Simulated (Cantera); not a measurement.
# Thermodynamics of silicon oxide and oxynitride deposition, feed TEOS + O3 + N2

Feed: 1 mol TEOS, 0.16 mol O3, 1.9 mol N2, held at 1048.15 K.

Method: chemical equilibrium by Gibbs-energy minimisation in Cantera with the NASA 1993 tables (ideal gas, pure condensed phases). Candidate condensed phases: C, C6H6, C7H8, C8H18, H2O, Si, SiC, SiO2, Si2N2O, Si3N4; 151 gas species. The feed counts by its element totals alone. N2 is the only nitrogen source here; it is nearly inert below about 1500 K, so the nitride shown seldom forms there in practice. Kinetics and transport are ignored.

```tsv
P (Pa)	x H2	x CO	x N2	x CH4	x H2O	n C(graphite)	n Si2N2O(s)	n SiO2(β-quartz)
5	0.650	0.259	0.0910	1.23e-6	1.57e-6	4.02	0.500	0
36	0.695	0.172	0.132	1.01e-5	8.05e-6	5.52	0	1.00
260	0.695	0.172	0.132	7.33e-5	5.81e-5	5.52	0	1.00
1900	0.695	0.172	0.132	0.000535	0.000423	5.52	0	1.00
14000	0.690	0.169	0.133	0.00389	0.00305	5.52	0	1.00
100000	0.660	0.152	0.139	0.0254	0.0187	5.50	0	1.00
```
x: gas mole fraction; n: condensed amount in mol.

At 0.0375 Torr the condensed part is C(graphite) + Si2N2O(s). From 0.270 Torr to 750 Torr the condensed part is C(graphite) + SiO2(β-quartz).
